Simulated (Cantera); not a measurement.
A closed system holds: 1 mol CH₃SiCl₃, 0.0062 mol C₃H₈, a varied amount of H₂, at 2250 K and 0.100 bar.

Method: chemical equilibrium by Gibbs-energy minimisation in Cantera with the NASA 1993 tables (ideal gas, pure condensed phases). Candidate condensed phases: C, C₆H₆, C₇H₈, C₈H₁₈, Si, SiC; 109 gas species. The feed counts by its element totals alone. Gases not in the tables: Si₂H₆ and higher silanes. The numbers say what is thermodynamically allowed, not how fast it happens.

Problem. Which condensed phases are stable at each of these points (n(H₂) (mol)): 5.4, 8.7, 14, 23, 37, 59, 96, 160, 250, 410?

Solution. 
```csv
n(H₂) (mol),condensed phases,Si condensed (%)
5.4,C(graphite) + SiC(s),73.7
8.7,C(graphite) + SiC(s),80.4
14,C(graphite) + SiC(s),85.4
23,SiC(s),87.9
37,SiC(s),87.0
59,SiC(s),84.2
96,SiC(s),78.0
160,SiC(s),66.3
250,SiC(s),49.0
410,SiC(s),17.8
```

From 5.4 mol H₂ to 14 mol H₂ the condensed part is C(graphite) + SiC(s). From 23 mol H₂ to 410 mol H₂ the condensed part is SiC(s).
